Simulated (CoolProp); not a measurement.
Vapour pressure (MPa) of CHF3 (R23): the reference equation beside estimates from Tc = 26.1 °C, pc = 4.832 MPa, ω = 0.263.

The numbers come from the reference Helmholtz-energy equation of state, Penoncello 2003 in CoolProp.

```tsv
T (°C)	reference	Lee-Kesler	Peng-Robinson
-82.25	0.09997	0.09818	0.09951
-75.65	0.1444	0.1429	0.1438
-69.05	0.2031	0.2023	0.2022
-62.45	0.2788	0.2791	0.2778
-55.85	0.3746	0.3763	0.3735
-49.35	0.4917	0.4952	0.4908
-42.75	0.6372	0.6426	0.6367
-36.15	0.8130	0.8204	0.8134
-29.55	1.023	1.032	1.025
-22.95	1.271	1.282	1.275
-16.35	1.561	1.573	1.569
-9.75	1.899	1.911	1.911
-3.15	2.289	2.300	2.305
3.45	2.736	2.747	2.757
10.05	3.248	3.258	3.273
```

Absolute difference from the reference over all 15 rows, mean and median: Lee-Kesler 0.7 and 0.7 %, Peng-Robinson 0.4 and 0.4 %.
